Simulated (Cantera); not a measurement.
An adiabatic, constant-pressure homogeneous reactor starts with 4.61 % CH3OH, 10.8 % O2, 83.1 % N2, 1.52 % H2O, equivalence ratio 0.64, at 1398 K and 1000000 Pa.

Computed with Cantera and GRI-Mech 3.0 (53 species, 325 reactions). GRI-Mech 3.0 was tuned for natural gas; its chemistry of methanol as a main component is partial and can be far from experiment.

x: mole fraction; the columns are a selection and need not sum to one.

```tsv
t (s)	T (K)	x CH3OH	x O2	x H2O	x CH2O	x NO
3.00e-6	1398	0.0461	0.108	0.0152	7.50e-6	<1e-12
7.00e-6	1398	0.0461	0.108	0.0152	2.01e-5	<1e-12
1.63e-5	1398	0.0461	0.108	0.0153	6.06e-5	<1e-12
3.82e-5	1398	0.0458	0.108	0.0154	0.000270	<1e-12
8.91e-5	1407	0.0414	0.105	0.0182	0.00390	1.11e-12
0.000208	2181	<1e-12	0.0377	0.104	<1e-12	___
0.000486	2184	<1e-12	0.0376	0.104	<1e-12	___
0.00113	2184	<1e-12	0.0376	0.104	<1e-12	___
0.00265	2184	<1e-12	0.0376	0.104	<1e-12	___
0.00618	2183	<1e-12	0.0375	0.104	<1e-12	___
0.0144	2182	<1e-12	0.0373	0.104	<1e-12	___
0.0337	2181	<1e-12	0.0369	0.104	<1e-12	___
0.0786	2178	<1e-12	0.0363	0.104	<1e-12	___
0.183	2175	<1e-12	0.0355	0.104	<1e-12	___
0.428	2173	<1e-12	0.0352	0.104	<1e-12	0.00490
1.00	2173	<1e-12	0.0352	0.104	<1e-12	0.00494
```

Some entries are withheld; supply them.


- 0.000208, x NO: 2.16e-5
- 0.000486, x NO: 3.53e-5
- 0.00113, x NO: 6.64e-5
- 0.00265, x NO: 0.000139
- 0.00618, x NO: 0.000304
- 0.0144, x NO: 0.000673
- 0.0337, x NO: 0.00144
- 0.0786, x NO: 0.00278
- 0.183, x NO: 0.00426
